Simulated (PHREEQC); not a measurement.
Solution (20 °C): 0.0078 mol/kgw H2SO4, 0.00075 mol/kgw KNO3 and 0.045 mol/kgw H3BO3. Closed to the air; pH follows from the charge balance.

Equilibrium calculation in PHREEQC: ion-association model, wateq4f.dat.

No solid was allowed to form.

### Question
What pH, ionic strength does the model give?

### Answer
pH 1.95; ionic strength 0.0179 mol/kgw.

### Question
In which forms is K present?

### Answer
K+ 98 %, KSO4- 1.8 % of the K.

Complexes and solids missing from the database can't appear.
